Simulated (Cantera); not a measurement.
A Cantera script and its output.

```python
import numpy as np
import cantera as ct

gas = ct.Solution("gri30.yaml")


def delay(T, t_max=10):
    gas.TPX = T, 380000, {'CO': 1, 'H2': 0.11, 'CH4': 0.056, 'O2': 1.17, 'N2': 8.07}
    reactor = ct.IdealGasConstPressureReactor(gas, clone=False)
    net = ct.ReactorNet([reactor])
    net.rtol, net.atol = 1e-8, 1e-16
    while net.time < t_max:
        t_old, T_old = net.time, reactor.T
        net.step()
        if reactor.T > T + 400:  # ignition: a rise of 400 K
            return t_old + (T + 400 - T_old) / (reactor.T - T_old) * (net.time - t_old)
    return np.nan


taus = []
for T in [900, 1000, 1100, 1200, 1300, 1400, 1500, 1600]:
    taus.append(delay(T))
    print(f"T0 = {T:6g} K   tau = {taus[-1]:.4e} s")
```

Output:

```
T0 =    900 K   tau = 1.7519e-01 s
T0 =   1000 K   tau = 8.7367e-03 s
T0 =   1100 K   tau = 8.0017e-04 s
T0 =   1200 K   tau = 1.7811e-04 s
T0 =   1300 K   tau = 8.0223e-05 s
T0 =   1400 K   tau = 5.2266e-05 s
T0 =   1500 K   tau = 4.0603e-05 s
T0 =   1600 K   tau = 3.5061e-05 s
```

Computed with Cantera and GRI-Mech 3.0 (53 species, 325 reactions). Below about 1000 K GRI-Mech 3.0 lacks low-temperature oxidation paths. Below about 950 K walls govern HO2 and H2O2 in real vessels. Where the delays flatten at high temperature, the 400 K rule measures the pace of heat release, not the induction time.
